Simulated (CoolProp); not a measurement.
Aqueous propylene glycol as a coolant, at 12 °C, 1 atm.

Model: Melinder's fits for secondary coolants, in CoolProp.

```
mass %  freezing point (°C)  Prandtl number  conductivity (W/(m K))  viscosity (mPa s)  density (kg/m³)
------  -------------------  --------------  ----------------------  -----------------  ---------------
3.9                    -0.9            10.6                   0.564               1.45             1003
10.6                   -3.1            14.2                   0.530               1.86             1008
17.3                   -5.9            19.2                   0.497               2.40             1015
24                     -9.2            26.5                   0.465               3.15             1021
30.7                  -13.2            36.9                   0.435               4.20             1028
37.4                  -18.3            51.6                   0.406               5.62             1034
44.1                  -24.7            71.3                   0.379               7.48             1040
50.8                  -33.4            96.9                   0.353               9.81             1045
```
